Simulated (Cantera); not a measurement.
**Low-pressure radical oxidation in H2/O2**

An isothermal, constant-pressure homogeneous reactor starts with 2.06 % H₂, 97.9 % O₂, equivalence ratio 0.011, at 948 K and 20.0 Torr.

Detailed kinetics in Cantera: GRI-Mech 3.0 (53 species, 325 reactions). Radical loss at walls, strong at low pressure, is not modelled. Below about 950 K walls govern HO2 and H2O2 in real vessels.

```json
[
 {"t (s)": "0.000100", "x H₂": "0.0206", "x O₂": "0.979", "x HO₂": "8.87e-12", "x H₂O₂": "<1e-12", "x H₂O": "<1e-12", "x OH": "2.80e-12", "x H": "6.00e-12"},
 {"t (s)": "0.000363", "x H₂": "0.0206", "x O₂": "0.979", "x HO₂": "3.33e-11", "x H₂O₂": "<1e-12", "x H₂O": "2.16e-11", "x OH": "1.97e-11", "x H": "1.91e-11"},
 {"t (s)": "0.00132", "x H₂": "0.0206", "x O₂": "0.979", "x HO₂": "1.59e-10", "x H₂O₂": "<1e-12", "x H₂O": "8.86e-10", "x OH": "3.29e-10", "x H": "2.49e-10"},
 {"t (s)": "0.00477", "x H₂": "0.0206", "x O₂": "0.979", "x HO₂": "2.45e-7", "x H₂O₂": "2.68e-11", "x H₂O": "5.28e-6", "x OH": "1.71e-6", "x H": "1.27e-6"},
 {"t (s)": "0.0173", "x H₂": "0.000394", "x O₂": "0.976", "x HO₂": "7.63e-6", "x H₂O₂": "1.70e-7", "x H₂O": "0.0199", "x OH": "0.000406", "x H": "0.000395"},
 {"t (s)": "0.0628", "x H₂": "2.16e-5", "x O₂": "0.979", "x HO₂": "1.87e-6", "x H₂O₂": "6.28e-8", "x H₂O": "0.0207", "x OH": "7.61e-5", "x H": "7.34e-6"},
 {"t (s)": "0.228", "x H₂": "2.04e-6", "x O₂": "0.979", "x HO₂": "4.07e-7", "x H₂O₂": "3.37e-8", "x H₂O": "0.0208", "x OH": "2.29e-5", "x H": "2.05e-7"},
 {"t (s)": "0.827", "x H₂": "1.73e-7", "x O₂": "0.979", "x HO₂": "6.83e-8", "x H₂O₂": "1.30e-8", "x H₂O": "0.0208", "x OH": "7.66e-6", "x H": "7.24e-9"},
 {"t (s)": "3.00", "x H₂": "1.14e-8", "x O₂": "0.979", "x HO₂": "1.19e-8", "x H₂O₂": "3.89e-9", "x H₂O": "0.0208", "x OH": "2.95e-6", "x H": "4.05e-10"}
]
```
x: mole fraction; the columns are a selection and need not sum to one.

Equilibrium at this temperature and pressure: H₂ 2.21e-12, O₂ 0.979, HO₂ 2.26e-10, H₂O₂ 4.69e-12, H₂O 0.0208, OH 6.55e-8, H <1e-12 (gas phase only).
